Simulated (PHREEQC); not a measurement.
Consider water at 20 °C with 55 mmol/kgw HF and 0.36 mmol/kgw (NH4)2SiF6. Closed to the air; pH follows from the charge balance.

All values are PHREEQC results (ion-association model, phreeqc.dat), not measurements.

This is a speciation only: nothing precipitates in the calculation.

Task: Predict the pH, ionic strength.

Result: pH 2.19; ionic strength 0.00802 mol/kgw.

Task: In which forms is F present?

Result: HF 82 %, F- 10 %, SiF6-2 3.8 %, HF2- 3.6 % of the F.

SiF6-2 is the database's only silicon fluoride.
